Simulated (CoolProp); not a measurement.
1000 sccm (0 °C, 1 atm) of nitrogen bubbles through liquid toluene at 327.2 K and leaves saturated at a total pressure of 0.15 MPa (ideal gas phase). Each further row changes one setting.

Model: reference Helmholtz-energy equation of state, Lemmon 2006, in CoolProp. It is a short technical equation, of lower accuracy than the large ones.

```
case                      vapour pressure (kPa)  mole fraction of vapour  delivery (mg/min)  delivery (sccm)  change of delivery for a bath 1 K warmer (%)
------------------------  ---------------------  -----------------------  -----------------  ---------------  --------------------------------------------
as stated                                  14.6                      ___                ___              108                                           ___
bath temperature 332.2 K                    ___                    0.119                555              ___                                           4.6
total pressure 0.3 MPa                     14.6                      ___                ___              ___                                           4.4
```

What belongs in the gaps?


- as stated, mole fraction of vapour: 0.0971
- as stated, delivery (mg/min): 442
- as stated, change of delivery for a bath 1 K warmer (%): 4.7
- bath temperature 332.2 K, vapour pressure (kPa): 17.9
- bath temperature 332.2 K, delivery (sccm): 135
- total pressure 0.3 MPa, mole fraction of vapour: 0.0486
- total pressure 0.3 MPa, delivery (mg/min): 210
- total pressure 0.3 MPa, delivery (sccm): 51.0
